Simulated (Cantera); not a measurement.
**Thermodynamics of carbothermic reduction, feed MgO + CH4 + CO**

A closed system holds: 1 mol MgO, 1.6 mol CH4, 0.27 mol CO, at 1.50 bar.

Equilibrium computed with Cantera from the NASA thermochemical tables; the gas is ideal and each condensed phase is pure. Candidate condensed phases: C, C6H6, C7H8, C8H18, H2O, Mg, MgCO3, MgO, Mg(OH)2; 116 gas species. The tables' values for MgH are old estimates; treat these amounts as uncertain. The numbers say what is thermodynamically allowed, not how fast it happens.

| T (°C) | log p H2 | log p CH4 | log p CO | log p H2O | log p Mg | log p CO2 | n C(graphite) | n MgO(s) |
|---|---|---|---|---|---|---|---|---|
| 600 | -0.02 | -0.39 | -1.56 | -0.95 | <-11 | -2.06 | 1.12 | 1.00 |
| 675 | 0.06 | -0.65 | -1.22 | -1.18 | <-11 | -2.20 | 1.31 | 1.00 |
| 750 | 0.10 | -0.93 | -1.04 | -1.50 | <-11 | -2.53 | 1.42 | 1.00 |
| 825 | 0.12 | -1.20 | -0.97 | -1.89 | <-11 | -2.98 | 1.49 | 1.00 |
| 900 | 0.13 | -1.45 | -0.94 | -2.27 | -11.34 | -3.44 | 1.53 | 1.00 |
| 975 | 0.13 | -1.69 | -0.94 | -2.62 | -9.67 | -3.88 | 1.56 | 1.00 |
| 1050 | 0.14 | -1.89 | -0.93 | -2.93 | -8.19 | -4.27 | 1.57 | 1.00 |
| 1125 | 0.14 | -2.08 | -0.93 | -3.22 | -6.88 | -4.62 | 1.58 | 1.00 |
| 1200 | 0.14 | -2.25 | -0.93 | -3.47 | -5.70 | -4.94 | 1.59 | 1.000 |
| 1275 | 0.14 | -2.41 | -0.93 | -3.70 | -4.63 | -5.22 | 1.59 | 1.000 |
| 1350 | 0.14 | -2.55 | -0.93 | -3.91 | -3.67 | -5.48 | 1.59 | 1.000 |
| 1425 | 0.14 | -2.68 | -0.93 | -4.10 | -2.80 | -5.70 | 1.59 | 0.996 |
| 1500 | 0.13 | -2.80 | -0.90 | -4.25 | -2.03 | -5.86 | 1.57 | 0.978 |
| 1575 | 0.11 | -2.95 | -0.82 | -4.35 | -1.38 | -5.88 | 1.49 | 0.896 |
log p: log10 of the partial pressure in bar; n: condensed amount in mol.

From 600 °C to 1575 °C the condensed part is C(graphite) + MgO(s).
